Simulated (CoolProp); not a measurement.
Properties of nitrous oxide along the isotherm 500 K.

Values from CoolProp's reference Helmholtz-energy equation of state, Lemmon 2006. It is a short technical equation, of lower accuracy than the large ones.

| p (kPa) | phase | cp (kJ/(kg K)) | speed of sound (m/s) | expansivity (1/kK) |
|---|---|---|---|---|
| 158 | gas | 1.044 | 339.5 | 2.012 |
| 325 | gas | 1.047 | 339.3 | 2.025 |
| 667 | gas | 1.051 | 338.9 | 2.051 |
| 1370 | gas | 1.062 | 338.1 | 2.105 |
| 2810 | gas | 1.083 | 336.6 | 2.217 |
| 5770 | gas | ? | 334.4 | 2.458 |
| 11900 | supercritical | 1.238 | ? | ? |
| 24300 | supercritical | 1.440 | 354.9 | 3.622 |
| 50000 | supercritical | 1.527 | 477.4 | 2.877 |

Problem. Some entries are withheld; supply them.

Solution. 
- 5770, cp (kJ/(kg K)): 1.130
- 11900, speed of sound (m/s): 333.6
- 11900, expansivity (1/kK): 2.965
